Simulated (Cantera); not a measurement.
Mixture: 17.4 % CH3OH, 17.4 % O2, 65.3 % N2, equivalence ratio 1.5, at 11300 Torr, adiabatic and at constant volume. Ignition delay is the time to a rise of 400 K.

Model: GRI-Mech 3.0 (53 species, 325 reactions), integrated in Cantera. GRI-Mech 3.0 was tuned for natural gas; its chemistry of methanol as a main component is partial and can be far from experiment. The pressure lies above the range GRI-Mech 3.0 was tuned for (to about 10 atm).

Q: Predict: delay at 1123 K; delay at 1223 K; delay at 1323 K; delay at 1423 K; delay at 1523 K; delay at 1623 K; apparent activation energy between 1423 and 1623 K.

A: 
```json
{
  "delay at 1123 K": "4.04 ms",
  "delay at 1223 K": "0.679 ms",
  "delay at 1323 K": "0.151 ms",
  "delay at 1423 K": "42.4 µs",
  "delay at 1523 K": "14.5 µs",
  "delay at 1623 K": "5.87 µs",
  "apparent activation energy between 1423 and 1623 K": "190 kJ/mol"
}
```
